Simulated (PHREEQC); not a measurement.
0.82 g of hydrous ferric oxide (600 m²/g; 0.2 weak and 0.005 strong sites per Fe, Dzombak-Morel constants, diffuse double layer) in 1 kg of water with 0.3 mol/kgw of an inert sodium salt and 0.18 mmol/kgw Na2HAsO4 and 0.094 mmol/kgw CuCl2, at 25 °C; the pH is set by adding NaOH or the inert anion's acid. O2 is buffered at 0.21 atm. The system is closed to CO2. Nothing may precipitate in this run.

Equilibrium calculation in PHREEQC: ion-association model, wateq4f.dat.

```
pH    As sorbed (%)  Cu sorbed (%)  surface charge σ (C/m²)  surface potential ψ (mV)
----  -------------  -------------  -----------------------  ------------------------
3             100.0            0.1                    0.329                       120
3.5           100.0            0.6                      [?]                       118
4             100.0            [?]                    0.302                       116
4.5           100.0           26.7                      [?]                       110
5             100.0           64.1                    0.231                       [?]
5.5           100.0           91.9                    0.179                        90
6             100.0           98.9                    0.126                        73
6.5           100.0           99.8                    0.080                        53
7             100.0          100.0                    0.042                        32
7.5           100.0          100.0                    0.011                         9
8              99.8          100.0                   -0.017                       -14
8.5            99.4          100.0                      [?]                       -35
9              98.3          100.0                   -0.080                       -54
9.5            96.2          100.0                   -0.118                       -70
10             92.5           99.9                      [?]                       -85
10.5           85.1           99.8                   -0.211                       [?]
11             70.1           99.3                   -0.261                      -108
```

Question: Some entries are withheld; supply them.

Answer: 
- 3.5, surface charge σ (C/m²): 0.320
- 4, Cu sorbed (%): 5.3
- 4.5, surface charge σ (C/m²): 0.273
- 5, surface potential ψ (mV): 102
- 8.5, surface charge σ (C/m²): -0.047
- 10, surface charge σ (C/m²): -0.161
- 10.5, surface potential ψ (mV): -98

The database has no arsenate complexes of Cu. The database's constant for dissolved Cu(OH)2 is higher than later reviews accept. The oxide is taken as insoluble; below pH 4 it would dissolve.
